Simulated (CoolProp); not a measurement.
Vapour-liquid equilibrium of nitrogen (1) + oxygen (2) at 270 kPa; x and y are mole fractions of (1).

Model: multi-fluid Helmholtz-energy mixture model, Span 2000 and Schmidt 1985; pair parameters Gernert 2013, in CoolProp.

```
x     bubble temperature, mixture model (K)  bubble temperature, Raoult's law (K)  y, mixture model  y, Raoult's law
----  -------------------------------------  ------------------------------------  ----------------  ---------------
0.05                             (withheld)                                  99.5        (withheld)            0.140
0.2                                    96.1                                  96.5        (withheld)            0.447
0.35                             (withheld)                                  93.9        (withheld)            0.645
0.5                                    91.6                                  91.8        (withheld)            0.778
0.65                             (withheld)                                  90.0             0.851            0.871
0.8                                    88.5                                  88.5        (withheld)            0.937
0.95                                   87.2                                  87.2             0.983            0.986
```

Task: What belongs in the gaps?

Result: 
- 0.05, bubble temperature, mixture model (K): 99.4
- 0.05, y, mixture model: 0.146
- 0.2, y, mixture model: 0.446
- 0.35, bubble temperature, mixture model (K): 93.6
- 0.35, y, mixture model: 0.631
- 0.5, y, mixture model: 0.758
- 0.65, bubble temperature, mixture model (K): 89.9
- 0.8, y, mixture model: 0.925

The largest gap from Raoult's law is -0.4 K in bubble temperature, at x = 0.2. No azeotrope shows between x = 0.05 and 0.95.

The pair parameters rest on a limited set of measurements; away from them the model extrapolates.
